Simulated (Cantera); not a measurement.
# Thermodynamics of roasting and sulfation, feed FeS + O2 + H2O

A closed system holds: 1 mol FeS, 7.2 mol O2, 0.27 mol H2O, held at 377 °C and 1 atm.

These are equilibrium values from Cantera (NASA tables, ideal gas, pure condensed phases), not measurements of a reactor. Candidate condensed phases: Fe, FeO, Fe(OH)2, Fe(OH)3, FeS, FeSO4, FeS2, Fe2O3, Fe2(SO4)3, Fe3O4, H2O, H2SO4, S; 22 gas species. Equilibrium is a limit: real reactors are often held back by kinetics, nucleation or transport.

```yaml
x(O2): 0.948
x(H2O): 0.0517
x(SO3): 1.73e-6
n(Fe2O3(s)): 0.167 mol
n(Fe2(SO4)3(s)): 0.333 mol
gas_amount: 5.220 mol
log10 activity of FeSO4(s) (absent): -2.69
log10 activity of H2SO4(l) (absent): -7.11
log10 activity of Fe(OH)3(s) (absent): -8.86
```
